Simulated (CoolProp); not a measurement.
Aqueous magnesium chloride as a coolant, at 30 °C, 1 atm.

Model: Melinder's fits for secondary coolants, in CoolProp.

| mass % | freezing point (°C) | viscosity (mPa s) | density (kg/m³) | Prandtl number | cp (kJ/(kg K)) |
|---|---|---|---|---|---|
| 3.2 | -1.9 | 0.936 | 1022 | 6.18 | 4.005 |
| 7.4 | -5.1 | 1.01 | 1057 | 6.38 | 3.769 |
| 11.6 | -10.7 | 1.24 | 1094 | 7.43 | 3.539 |
| 15.8 | -18.4 | 1.52 | 1131 | 8.78 | 3.330 |
| 20 | -28.7 | 1.94 | 1171 | 10.8 | 3.138 |
| 24.2 | -45.5 | 5.39 | 1214 | 28.7 | 2.931 |
| 28.4 | -79.1 | 253 | 1267 | 1270 | 2.640 |
